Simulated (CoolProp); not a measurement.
Neopentane along the isotherm -11.55 °C: density (kg/m³) from the reference equation and from simpler models built on Tc = 160.6 °C, pc = 3.196 MPa, ω = 0.196; each cubic takes its own stable root.

Model: reference Helmholtz-energy equation of state, Lemmon 2006, in CoolProp. It is a short technical equation, of lower accuracy than the large ones.

| p (MPa) | phase | reference |
|---|---|---|
| 1.07 | liquid | 624.1 |
| 2.13 | liquid | 625.4 |
| 3.2 | liquid | 626.7 |

**Question.** How far does each simpler model (van der Waals, Peng-Robinson) lie from the reference over these 3 states: mean and median of the absolute difference, and the worst?

**Answer.** 
- van der Waals: mean 36.2 %, median 36.2 %, worst -36.6 % at -11.55 °C and 1.07 MPa
- Peng-Robinson: mean 7.3 %, median 7.3 %, worst +7.4 % at -11.55 °C and 3.2 MPa
